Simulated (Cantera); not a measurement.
A Cantera script and its output.

```python
import numpy as np
import cantera as ct

surf = ct.Interface("ptcombust.yaml", "Pt_surf")
gas = surf.adjacent["gas"]
gas.TPX = 300, 6800, {'CH4': 0.021, 'O2': 0.17, 'N2': 0.79}
jet = ct.ImpingingJet(gas=gas, width=0.083, surface=surf)
jet.inlet.mdot, jet.inlet.T, jet.inlet.X = 0.089, 300, {'CH4': 0.021, 'O2': 0.17, 'N2': 0.79}
jet.set_refine_criteria(ratio=10, slope=0.2, curve=0.3)
show, cover = ['CH4', 'O2', 'H2O', 'OH', 'CO', 'CO2'], ["PT(S)", "H(S)", "O(S)", "OH(S)", "CO(S)", "C(S)"]

rows = []
print(f"{'Ts/K':>7s}" + "".join(f"{s:>11s}" for s in show + cover) + "   (gas at the wall, coverages)")
for i, Ts in enumerate([850, 900, 950, 1000, 1050, 1100, 1150, 1200]):
    jet.surface.T = Ts
    if i == 0:
        surf.TP = Ts, 6800
        surf.coverages = "PT(S):0.5, O(S):0.5"
        surf.advance_coverages(1.0)
        jet.set_initial_guess(products="inlet")
    jet.solve(loglevel=0, auto=(i == 0))
    rows.append([*(jet.X[gas.species_index(s), -1] for s in show), *surf[cover].coverages])
    print(f"{Ts:7g}" + "".join(f"{x:11.3e}" for x in rows[-1]))
```

It prints:

```
   Ts/K        CH4         O2        H2O         OH         CO        CO2      PT(S)       H(S)       O(S)      OH(S)      CO(S)       C(S)   (gas at the wall, coverages)
    850  1.827e-02  1.666e-01  5.876e-03  5.974e-09  4.781e-06  3.830e-03  1.347e-01  1.258e-08  8.647e-01  5.710e-04  5.617e-06  1.435e-08
    900  1.543e-02  1.605e-01  1.118e-02  2.534e-08  5.761e-06  7.301e-03  1.947e-01  4.303e-08  8.046e-01  7.277e-04  5.064e-06  1.802e-08
    950  1.234e-02  1.540e-01  1.689e-02  8.413e-08  6.358e-06  1.106e-02  2.604e-01  1.139e-07  7.388e-01  8.087e-04  4.008e-06  1.919e-08
   1000  9.640e-03  1.482e-01  2.187e-02  2.367e-07  6.698e-06  1.433e-02  3.287e-01  2.500e-07  6.704e-01  8.191e-04  2.957e-06  1.848e-08
   1050  7.549e-03  1.438e-01  2.569e-02  5.856e-07  6.963e-06  1.684e-02  3.972e-01  4.807e-07  6.020e-01  7.822e-04  2.131e-06  1.696e-08
   1100  6.010e-03  1.406e-01  2.846e-02  1.299e-06  7.278e-06  1.867e-02  4.640e-01  8.393e-07  5.352e-01  7.200e-04  1.544e-06  1.531e-08
   1150  4.894e-03  1.383e-01  3.043e-02  2.640e-06  7.727e-06  1.997e-02  5.282e-01  1.367e-06  4.711e-01  6.476e-04  1.143e-06  1.384e-08
   1200  4.079e-03  1.367e-01  3.181e-02  4.984e-06  8.374e-06  2.087e-02  5.888e-01  2.109e-06  4.107e-01  5.734e-04  8.693e-07  1.265e-08
```

Model: Deutschmann's 1995 Pt surface mechanism with GRI-Mech 3.0 gas chemistry, integrated in Cantera. Catalytic surfaces can have several steady states; this one follows from the mechanism file's or the stated starting coverage.
